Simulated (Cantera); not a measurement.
An isothermal plug-flow reactor at 698 K and 150000 Pa (inlet), inlet velocity 3.1 m/s, active area per volume 660 1/m; feed 1.47 % H2, 1.93 % O2, 89.6 % N2, 7.03 % H2O, equivalence ratio 0.38.

Model: Deutschmann's 1995 Pt surface mechanism with GRI-Mech 3.0 gas chemistry, integrated in Cantera. Catalytic surfaces can have several steady states; this one follows from the mechanism file's or the stated starting coverage. Mass transfer to the wall is taken as infinitely fast.

One state of this run: x H2 = 2.54e-6; x O2 = 0.0120; x H2O = 0.0857; θ free Pt = 0.0159; θ O* = 0.975; θ OH* = 0.00885. x: gas mole fraction; θ: surface coverage.

Problem. Which value of z (m) does it belong to?
A) 0.039
B) 0.00066
C) 0.014
D) 0.0018

Solution. A, 0.039
